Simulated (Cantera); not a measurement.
A perfectly stirred reactor is fed with 7.29 % CH4, 19.0 % O2, 71.3 % N2, 2.48 % CO2, at 6.90 bar; it is adiabatic with a 525 K inlet, and is followed from long to short residence time, starting on the burning branch (τ in s: 0.033, 0.014, 0.0064, 0.0028, 0.0012, 0.00054, 0.00024, 0.0001, 4.6e-05, 2e-05, 8.9e-06, 3.9e-06).

Computed with Cantera and GRI-Mech 3.0 (53 species, 325 reactions).

x: mole fraction; the columns are a selection and need not sum to one.

| τ (s) | T (K) | x CH4 | x O2 | x CO2 | x CH2 | x N2O |
|---|---|---|---|---|---|---|
| 0.033 | 2069 | 4.23e-6 | 0.0435 | 0.0971 | 4.02e-8 | 6.22e-7 |
| 0.014 | 2067 | 9.10e-6 | 0.0437 | 0.0969 | 9.21e-8 | 7.01e-7 |
| 0.0064 | 2063 | 1.74e-5 | 0.0439 | 0.0965 | 1.92e-7 | 8.34e-7 |
| 0.0028 | 2056 | 3.26e-5 | 0.0442 | 0.0958 | 4.04e-7 | 1.05e-6 |
| 0.0012 | 2044 | 6.00e-5 | 0.0447 | 0.0946 | 8.31e-7 | 1.29e-6 |
| 0.00054 | 2025 | 0.000106 | 0.0457 | 0.0926 | 1.57e-6 | 1.45e-6 |
| 0.00024 | 1995 | 0.000195 | 0.0473 | 0.0895 | 2.89e-6 | 1.46e-6 |
| 0.00010 | 1944 | [?] | 0.0504 | 0.0840 | [?] | [?] |
| 4.6e-5 | 1862 | 0.00101 | 0.0565 | 0.0746 | 9.30e-6 | 9.94e-7 |
| 2.0e-5 | 525 | 0.0729 | 0.190 | 0.0248 | <1e-12 | <1e-12 |
| 8.9e-6 | 525 | 0.0729 | 0.190 | 0.0248 | <1e-12 | <1e-12 |
| 3.9e-6 | 525 | 0.0729 | 0.190 | 0.0248 | <1e-12 | <1e-12 |

### Question
Complete the blanks.

### Answer

- 0.00010, x CH4: 0.000407
- 0.00010, x CH2: 5.36e-6
- 0.00010, x N2O: 1.29e-6
